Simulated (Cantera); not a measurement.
A Cantera script and its output.

```python
import numpy as np
import cantera as ct

gas = ct.Solution("h2o2.yaml")
gas.TPX = 448, 230000, {'H2': 1, 'O2': 0.333, 'N2': 0.9}
flame = ct.FreeFlame(gas, width=0.022)
flame.set_refine_criteria(ratio=3, slope=0.08, curve=0.16)
flame.transport_model = "mixture-averaged"
flame.solve(loglevel=0, auto=True)
z, T = flame.grid, flame.T
thick = (T[-1] - T[0]) / np.gradient(T, z).max()
show = ['H2', 'O2', 'H2O', 'O', 'HO2', 'OH']
print(f"laminar burning velocity  {flame.velocity[0] * 100:.3f} cm/s")
print(f"burnt temperature         {T[-1]:.1f} K")
print(f"thermal thickness         {thick * 1e3:.4f} mm")
print(f"grid points               {len(z)}")
z0 = z[flame.heat_release_rate.argmax()]
print(f"{'z/mm':>9s}{'T/K':>9s}{'u/(m/s)':>9s}" + "".join(f"{s:>11s}" for s in show))
rows = []
for k in (-3, -2, -1.5, -1, -0.5, -0.25, 0, 0.25, 0.5, 1, 2, 4, 8):
    zz = z0 + k * thick
    rows.append([k * thick, np.interp(zz, z, T), np.interp(zz, z, flame.velocity),
                 *(np.interp(zz, z, flame.X[gas.species_index(s)]) for s in show)])
    print(f"{rows[-1][0] * 1e3:9.3f}{rows[-1][1]:9.1f}{rows[-1][2]:9.3f}" + "".join(f"{x:11.3e}" for x in rows[-1][3:]))
```

Output:

```
laminar burning velocity  758.868 cm/s
burnt temperature         2591.7 K
thermal thickness         0.1279 mm
grid points               113
     z/mm      T/K  u/(m/s)         H2         O2        H2O          O        HO2         OH
   -0.384    448.0    7.589  4.478e-01  1.491e-01  4.656e-13  2.485e-14  1.381e-13  2.673e-16
   -0.256    448.0    7.589  4.478e-01  1.491e-01  1.090e-10  4.619e-12  4.018e-11  4.984e-14
   -0.192    448.0    7.589  4.478e-01  1.491e-01  1.314e-09  4.965e-11  5.436e-10  5.493e-13
   -0.128    448.1    7.589  4.478e-01  1.491e-01  1.771e-07  4.269e-09  1.042e-07  1.727e-10
   -0.064    466.5    7.851  4.435e-01  1.499e-01  3.515e-04  3.492e-06  2.167e-04  2.227e-05
   -0.032    772.5   12.548  4.035e-01  1.446e-01  2.337e-02  3.226e-04  5.638e-04  1.481e-03
    0.000   1290.9   20.195  2.961e-01  1.047e-01  1.155e-01  4.152e-03  2.112e-04  3.727e-03
    0.032   1644.3   25.412  1.908e-01  4.129e-02  2.327e-01  7.589e-03  7.655e-05  9.315e-03
    0.064   1814.6   27.845  1.536e-01  1.482e-02  2.819e-01  7.030e-03  2.618e-05  1.270e-02
    0.128   1977.9   30.052  1.475e-01  5.676e-03  3.015e-01  5.717e-03  9.496e-06  1.486e-02
    0.256   2139.5   32.132  1.533e-01  3.616e-03  3.107e-01  4.105e-03  5.611e-06  1.509e-02
    0.512   2291.6   34.019  1.587e-01  2.199e-03  3.204e-01  2.528e-03  3.267e-06  1.370e-02
    1.023   2417.7   35.529  1.629e-01  1.167e-03  3.296e-01  1.347e-03  1.722e-06  1.115e-02
```

Detailed kinetics in Cantera: the H2/O2 subset of GRI-Mech 3.0, which has no nitrogen chemistry. The hydrogen kinetics of GRI-Mech 3.0 are dated; newer H2 mechanisms differ, most at raised pressure. Burning velocities carry a grid error of a few per cent, more on coarse grids.
